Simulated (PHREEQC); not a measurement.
PHREEQC input (Pitzer model, pitzer.dat):

```
SOLUTION 1
  temp 25
  units mol/kgw
  pH 7 charge
  Cl 0.4917
  Sr 0.2
  K 0.056
  Na 0.0077
  Ca 0.014
END
USE solution 1
INCREMENTAL_REACTIONS false
REACTION 1
  H2O -1
  0 9.886 18.011 24.689 30.178 34.689 38.397 41.444
  43.949 46.007 47.699 49.089 50.232 51.172 moles
EQUILIBRIUM_PHASES 1
  Halite 0 0
  Portlandite 0 0
  Sylvite 0 0
SELECTED_OUTPUT 1
  -reset false
  -pH true
  -pe true
  -ionic_strength true
  -water true
  -activities H2O
  -totals Ca Cl K Na Sr
  -molalities H+ Na+ K+ Ca+2 Sr+2 Cl- OH-
  -equilibrium_phases Halite Portlandite Sylvite
PRINT
  -reset false
END
```

Selected output (columns that matter, 14 of 14 rows; water left (kg) added in front):

```
water left (kg)	pH	mu	Ca	Cl	K	Na	Sr	m_H+	m_Na+	m_K+	m_Ca+2	m_Sr+2	m_Cl-	la_H2O
1	6.8616	0.7057	0.014	0.4917	0.056	0.0077	0.2	1.7705e-07	0.0077	0.056	0.014	0.2	0.4917	-0.0052224
0.821894	6.8401	0.85863	0.017034	0.59825	0.068135	0.0093686	0.24334	1.8257e-07	0.0093686	0.068135	0.017034	0.24334	0.59825	-0.0063908
0.675514	6.8155	1.0447	0.020725	0.72789	0.0829	0.011399	0.29607	1.8813e-07	0.011399	0.0829	0.020725	0.29607	0.72789	-0.0078409
0.555203	6.7873	1.2711	0.025216	0.88562	0.10086	0.013869	0.36023	1.9357e-07	0.013869	0.10086	0.025216	0.36023	0.88562	-0.0096522
0.456313	6.7545	1.5465	0.030681	1.0775	0.12272	0.016874	0.4383	1.9868e-07	0.016874	0.12272	0.030681	0.4383	1.0775	-0.011933
0.375043	6.7165	1.8817	0.037329	1.311	0.14932	0.020531	0.53327	2.0318e-07	0.020531	0.14932	0.037329	0.53327	1.311	-0.014834
0.30824	6.6719	2.2894	0.045419	1.5952	0.18168	0.024981	0.64885	2.0667e-07	0.024981	0.18168	0.045419	0.64885	1.5952	-0.018568
0.253345	6.6194	2.7855	0.055261	1.9408	0.22104	0.030393	0.78944	2.087e-07	0.030393	0.22104	0.055261	0.78944	1.9408	-0.023437
0.208215	6.5572	3.3893	0.067238	2.3615	0.26895	0.036981	0.96055	2.0869e-07	0.036981	0.26895	0.067238	0.96055	2.3615	-0.029884
0.171138	6.4828	4.1236	0.081805	2.8731	0.32722	0.044993	1.1686	2.0604e-07	0.044993	0.32722	0.081805	1.1686	2.8731	-0.038539
0.140655	6.3936	5.0172	0.099534	3.4958	0.39814	0.054744	1.4219	2.001e-07	0.054744	0.39814	0.099534	1.4219	3.4958	-0.05033
0.115613	6.2861	6.104	0.12109	4.253	0.48438	0.066602	1.7299	1.903e-07	0.066602	0.48438	0.12109	1.7299	4.253	-0.066587
0.0950203	6.156	7.4268	0.14734	5.1747	0.58935	0.081035	2.1048	1.7624e-07	0.081035	0.58935	0.14734	2.1048	5.1747	-0.089263
0.0780853	5.9984	9.0376	0.17929	6.297	0.71716	0.09861	2.5613	1.5788e-07	0.09861	0.71716	0.17929	2.5613	6.297	-0.12118
```

Species that the database lacks are ignored.
